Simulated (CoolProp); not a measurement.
Vapour-liquid equilibrium of propane (1) + n-butane (2) at 0.294 MPa; x and y are mole fractions of (1).

Model: multi-fluid Helmholtz-energy mixture model, Lemmon 2009 and Bücker 2006; pair parameters Kunz 2012, in CoolProp.

Problem. Give the bubble temperature and the first vapour's composition at x = 0.05, 0.425, 0.5. Is there an azeotrope?

Solution. x = 0.05: 300.4 K, y = 0.148; x = 0.425: 277.8 K, y = 0.744; x = 0.5: 274.5 K, y = 0.801. No azeotrope shows between x = 0.05 and 0.95.

Pair parameters are fitted to limited data, so mixtures are less certain than the pure fluids.
